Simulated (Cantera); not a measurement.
## Thermodynamics of calcination and drying, feed MgSO₄ + H₂ + CO₂

Input: 1 mol MgSO₄, 3.9 mol H₂, 0.017 mol CO₂, equilibrated at 0.248 Torr.

Cantera equilibrium calculation (NASA polynomials, part measured and part estimated; ideal gas, pure solids and liquids). Candidate condensed phases: C, C₆H₆, C₇H₈, C₈H₁₈, H₂O, H₂SO₄, Mg, MgCO₃, MgO, Mg(OH)₂, MgS, MgSO₄, S; 130 gas species. The tables' values for MgH are old estimates; treat these amounts as uncertain. Rates play no part.

| T (°C) | x H₂O | x H₂ | x Mg | x SO₂ | x H | x S₂ | x SO | x OH | x S | n MgO(s) |
|---|---|---|---|---|---|---|---|---|---|---|
| 1227 | 0.509 | 0.335 | 2.00e-6 | 0.0696 | 0.000561 | 0.0654 | 0.00851 | 2.43e-5 | 0.000573 | 1.000 |
| 1277 | 0.485 | 0.353 | 7.74e-6 | 0.0775 | 0.00103 | 0.0592 | 0.0120 | 4.75e-5 | 0.000956 | 1.000 |
| 1327 | 0.462 | 0.370 | 2.75e-5 | 0.0846 | 0.00182 | 0.0526 | 0.0163 | 8.89e-5 | 0.00153 | 1.000 |
| 1377 | 0.440 | 0.386 | 9.03e-5 | 0.0907 | 0.00311 | 0.0460 | 0.0215 | 0.000160 | 0.00234 | 1.000 |
| 1427 | 0.419 | 0.400 | 0.000275 | 0.0957 | 0.00513 | 0.0392 | 0.0275 | 0.000277 | 0.00344 | 0.999 |
| 1477 | 0.399 | 0.411 | 0.000783 | 0.0995 | 0.00821 | 0.0324 | 0.0342 | 0.000467 | 0.00486 | 0.996 |
| 1527 | 0.381 | 0.418 | 0.00208 | 0.102 | 0.0127 | 0.0257 | 0.0412 | 0.000767 | 0.00656 | 0.990 |
| 1577 | 0.365 | 0.420 | 0.00519 | 0.104 | 0.0192 | 0.0193 | 0.0482 | 0.00123 | 0.00842 | 0.974 |
| 1627 | 0.352 | 0.415 | 0.0120 | 0.105 | 0.0281 | 0.0133 | 0.0543 | 0.00196 | 0.0102 | 0.939 |
| 1677 | 0.342 | 0.397 | 0.0257 | 0.106 | 0.0398 | 0.00807 | 0.0585 | 0.00311 | 0.0112 | 0.867 |
| 1727 | 0.338 | 0.365 | 0.0497 | 0.107 | 0.0541 | 0.00397 | 0.0593 | 0.00501 | 0.0110 | 0.733 |
| 1777 | 0.339 | 0.314 | 0.0857 | 0.108 | 0.0700 | 0.00147 | 0.0556 | 0.00826 | 0.00923 | 0.514 |
| 1827 | 0.342 | 0.252 | 0.132 | 0.109 | 0.0860 | 0.000397 | 0.0477 | 0.0139 | 0.00651 | 0.195 |
| 1877 | 0.330 | 0.214 | 0.154 | 0.106 | 0.107 | 0.000155 | 0.0436 | 0.0214 | 0.00543 | 0 |
x: gas mole fraction; n: condensed amount in mol.

From 1227 °C to 1827 °C the condensed part is MgO(s). At 1877 °C nothing is condensed. The main Mg-bearing gas is Mg throughout.
